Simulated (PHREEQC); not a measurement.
Solution (20 °C): 1.7 mmol/kgw NaHSO4 and 18 mmol/kgw Na2CO3. Closed to the air; pH follows from the charge balance.

Model: Pitzer model, pitzer.dat, run in PHREEQC.

```csv
quantity,before,after
pH,10.90,11.04
ionic strength (mol/kgw),0.0550,0.0539
```

Q: What was changed between the two runs?
A. NaHSO4 left out
B. NaHSO4 from 0.0017 to 0.0085 mol/kgw
C. NaHSO4 from 0.0017 to 0.00085 mol/kgw
D. 0.00045 mol/kgw H2SO4 added
E. diluted 10-fold with water

A: C, NaHSO4 from 0.0017 to 0.00085 mol/kgw

No solid was allowed to form.
